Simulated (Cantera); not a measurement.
Predominance diagram of Ca at 700 K against the partial pressures of O₂ and F₂ (log10, bar). Standard-state values (1 bar) from the NASA 1993 polynomials, evaluated with Cantera. Candidates: Ca(s), CaF₂(s), CaO(s). Only these pure phases compete in this equilibrium. Not in the tables: oxide halides.

Task: Which phase is stable at these pairs, and which metal-bearing vapour leads over it? (-5.7, -14.6); (-9.5, -14.6); (-28.6, -29.1); (-26.7, -32.8); (-36.3, -7.3); (-42, -40.1); (-40.1, -32.8)

Result: 
| log p(O₂) | log p(F₂) | phase | chief vapour | log p (bar) |
|---|---|---|---|---|
| -5.7 | -14.6 | CaF₂(s) | CaF₂ | -22.5 |
| -9.5 | -14.6 | CaF₂(s) | CaF₂ | -22.5 |
| -28.6 | -29.1 | CaF₂(s) | CaF₂ | -22.5 |
| -26.7 | -32.8 | CaF₂(s) | CaF₂ | -22.5 |
| -36.3 | -7.3 | CaF₂(s) | CaF₂ | -22.5 |
| -42 | -40.1 | CaF₂(s) | CaF₂ | -22.5 |
| -40.1 | -32.8 | CaF₂(s) | CaF₂ | -22.5 |
